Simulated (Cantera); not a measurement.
A closed system holds: 1 mol ZrN, 1.7 mol N2, held at 2675 °C and 5550 Torr.

Method: chemical equilibrium by Gibbs-energy minimisation in Cantera with the NASA 1993 tables (ideal gas, pure condensed phases). Candidate condensed phases: Zr, ZrN; 4 gas species. ZrN: taken at fixed stoichiometry. Equilibrium is a limit: real reactors are often held back by kinetics, nucleation or transport.

Base state: N2 1.000 (mole fractions); condensed: ZrN(s).

### Question
What changes in the equilibrium state with this change: 0.6 mol H2O added?

### Answer
```json
[
 {"species": "N2", "before": "1.000", "after": "0.746"},
 {"species": "H2", "before": "0", "after": "0.229"},
 {"species": "H", "before": "0", "after": "0.0236"},
 {"species": "ZrO", "before": "0", "after": "7.35e-5"},
 {"species": "H2O", "before": "0", "after": "0.000774"},
 {"species": "OH", "before": "0", "after": "2.54e-5"},
 {"species": "ZrO2", "before": "0", "after": "1.26e-5"},
 {"species": "ZrN(s), mol", "before": "1.00", "after": "0.701"},
 {"species": "ZrO2(s), mol", "before": "0", "after": "0.299"}
]
```
Mutual solubility and eutectic melting of coexisting phases are not modelled. Condensed phases not in the tables: solid solutions among these carbides, nitrides and lower oxides. Further candidate phases: H2O, ZrO2.

### Question
What changes in the equilibrium state with this change: ZrN replaced by Al2O3?

### Answer
```csv
species,before,after
N2,1.000,0.999
NO,0,0.000212
Al,0,0.000116
O,0,6.70e-5
AlO,0,6.31e-5
Al2O,0,3.98e-5
"ZrN(s), mol",1.00,0
"Al2O3(l), mol",0,1.000
```
Further candidate phases: Al, AlN, Al2O3.
